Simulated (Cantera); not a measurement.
Charge: 1 mol N2O, 0.44 mol O2, 2.8 mol N2, 0.14 mol H2O, at 2377 °C and 0.230 bar.

These are equilibrium values from Cantera (NASA tables, ideal gas, pure condensed phases), not measurements of a reactor. Equilibrium is a limit: real reactors are often held back by kinetics, nucleation or transport.

```
species   before     after
-------  -------  --------
N2         0.752     0.757
O2         0.162     0.169
NO        0.0253    0.0259
O         0.0245    0.0134
OH        0.0132    0.0105
H2O       0.0188    0.0217
H        0.00331   0.00138
NO2      8.23e-6   1.60e-5
H2       0.00115  0.000698
```
Gas species are given as mole fractions.

Which change was made?
A) pressure from 0.230 bar to 0.800 bar
B) H2O from 0.14 to 2.3 mol
C) pressure from 0.230 bar to 0.0790 bar
D) temperature from 2377 °C to 2477 °C

A, pressure from 0.230 bar to 0.800 bar
